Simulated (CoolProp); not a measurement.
Carbon dioxide along the isotherm 505.9 K: fugacity coefficient from the reference equation and from simpler models built on Tc = 304.1 K, pc = 7.377 MPa, ω = 0.224; each cubic takes its own stable root.

The numbers come from the reference Helmholtz-energy equation of state, Span 1996 in CoolProp.

```tsv
p (MPa)	phase	reference	van der Waals	Soave-Redlich-Kwong	Peng-Robinson
1.84	gas	0.9874	0.9809	0.9909	0.9860
3.69	gas	0.9751	0.9621	0.9822	0.9726
5.53	gas	0.9634	0.9437	0.9740	0.9600
7.38	supercritical	0.9521	0.9257	0.9663	0.9481
9.22	supercritical	0.9414	0.9083	0.9591	0.9370
11.1	supercritical	0.9308	0.8910	0.9522	0.9264
12.9	supercritical	0.9212	0.8751	0.9462	0.9169
14.8	supercritical	0.9116	0.8589	0.9403	0.9075
16.6	supercritical	0.9030	0.8443	0.9351	0.8993
18.4	supercritical	0.8948	0.8304	0.9305	0.8917
```
